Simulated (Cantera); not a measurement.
Thermodynamics of silicates and aluminates, feed SiO2 + Al2O3 + N2

Charge: 1 mol SiO2, 2.2 mol Al2O3, 3.1 mol N2, equilibrated at 427 °C and 135 Torr.

These are equilibrium values from Cantera (NASA tables, ideal gas, pure condensed phases), not measurements of a reactor. Candidate condensed phases: Al, AlN, Al2O3, Al2SiO5, Al6Si2O13, Si, SiO2, Si2N2O, Si3N4; 23 gas species. Condensed phases not in the tables: alloys, solid solutions and most ternary compounds. Equilibrium is a limit: real reactors are often held back by kinetics, nucleation or transport.

```json
{
  "x(N2)": "1.00",
  "n(Al2O3(s))": "1.20 mol",
  "n(Al2SiO5(andalusite))": "1.00 mol",
  "gas_amount": "3.100 mol",
  "log10 activity of Al6Si2O13(mullite) (absent)": "-1.11",
  "log10 activity of Al(s) (absent)": "-45.41",
  "log10 activity of Si(s) (absent)": "-47.02"
}
```
